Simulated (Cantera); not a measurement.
Input (Python, Cantera) and output of one run.

```python
import numpy as np
import cantera as ct

gas_names = """
    CO O3
""".split()
cond_names = """
    Ta2O5(s) Ta2O5(L) TaC(s) TaC(L)
""".split()


def load(file, names, dense=False):
    # The tables refer to 1 bar. Condensed volumes are neglected.
    table = {s.name: s for s in ct.Species.list_from_file(file)}
    out = []
    for n in names:
        d = dict(table[n].input_data)
        d["thermo"] = dict(d["thermo"], **{"reference-pressure": 1e5})
        if dense:
            d["equation-of-state"] = {"model": "constant-volume", "density": "1e6 g/cm^3"}
        out.append(ct.Species.from_dict(d))
    return out


species = {s.name: s for s in load("nasa_gas.yaml", gas_names) + load("nasa_condensed.yaml", cond_names)}
# Each term lists the table entries of one substance; the one whose range holds T is used.
reactions = {
    '3 Ta2O5 + 6 CO(g) = 7 O3(g) + 6 TaC':
        [(-3, ['Ta2O5(s)', 'Ta2O5(L)']), (-6, ['CO']), (7, ['O3']), (6, ['TaC(s)', 'TaC(L)'])],
}


def pick(names, T):
    return next(species[n] for n in names if species[n].thermo.min_temp <= T <= species[n].thermo.max_temp)


results = []
for label, terms in reactions.items():
    print(label)
    print("     T/K   dH/kJ  dS/(J/K)   dG/kJ   log10 K")
    for T in [300, 575, 775, 975, 1175, 1375, 1575, 1775, 1975, 2175]:
        used = [(nu, pick(names, T)) for nu, names in terms]
        dH = sum(nu * s.thermo.h(T) for nu, s in used) / 1e6
        dS = sum(nu * s.thermo.s(T) for nu, s in used) / 1e3
        dG = dH - T * dS / 1e3
        logK = -dG * 1e6 / (ct.gas_constant * T * np.log(10))
        results.append((label, T, dH, dS, dG, logK, [s.name for _, s in used]))
        print(f"{T:8g} {dH:8.1f} {dS:8.1f} {dG:8.1f} {logK:8.2f}")
```

It prints:

```
3 Ta2O5 + 6 CO(g) = 7 O3(g) + 6 TaC
     T/K   dH/kJ  dS/(J/K)   dG/kJ   log10 K
     300   6929.0    311.4   6835.6 -1190.16
     575   6912.7    271.3   6756.7  -613.78
     775   6904.0    258.4   6703.8  -451.82
     975   6894.5    247.5   6653.2  -356.43
    1175   6883.8    237.5   6604.7  -293.61
    1375   6872.4    228.5   6558.1  -249.13
    1575   6863.0    222.1   6513.1  -216.00
    1775   6857.8    219.0   6469.1  -190.37
    1975   6858.3    219.2   6425.3  -169.93
    2175   6490.0     40.4   6402.1  -153.75
```

Source: NASA polynomial tables (part measured, part estimated), evaluated in Cantera. TaC: taken at fixed stoichiometry. Condensed species are held in their standard states even where they would react or evaporate.
